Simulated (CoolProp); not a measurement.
The fluid at 318.41 K and 0.869 MPa flows at 13 m/s in a round tube of 100 mm bore and 15 µm roughness, fully developed (64/Re and Nu = 3.66 if laminar; Colebrook and Gnielinski if turbulent). The same conditions are run with several fluids, on thermodynamics alone (safety and materials aside).

Values from CoolProp's reference Helmholtz-energy equation of state of each fluid (water: Wagner 2002; n-heptane: Span 2003; methanol: de Reuck 1993; ethanol: Schroeder 2014).

```json
[
 {"fluid": "water", "Reynolds number": "…", "Darcy friction factor": "0.0135", "pressure drop (Pa/m)": "…", "heat-transfer coefficient (W/(m² K))": "…", "mass flow (kg/h)": "…"},
 {"fluid": "n-heptane", "Reynolds number": "…", "Darcy friction factor": "0.0134", "pressure drop (Pa/m)": "7530", "heat-transfer coefficient (W/(m² K))": "14800", "mass flow (kg/h)": "244000"},
 {"fluid": "methanol", "Reynolds number": "…", "Darcy friction factor": "0.0135", "pressure drop (Pa/m)": "8750", "heat-transfer coefficient (W/(m² K))": "…", "mass flow (kg/h)": "282000"},
 {"fluid": "ethanol", "Reynolds number": "1330000", "Darcy friction factor": "0.0139", "pressure drop (Pa/m)": "9000", "heat-transfer coefficient (W/(m² K))": "13700", "mass flow (kg/h)": "282000"}
]
```

Task: Some entries are withheld; supply them.

Result: 
- water, Reynolds number: 2170000
- water, pressure drop (Pa/m): 11300
- water, heat-transfer coefficient (W/(m² K)): 51400
- water, mass flow (kg/h): 364000
- n-heptane, Reynolds number: 2700000
- methanol, Reynolds number: 2410000
- methanol, heat-transfer coefficient (W/(m² K)): 21100

Transport values come from each fluid's own correlations.
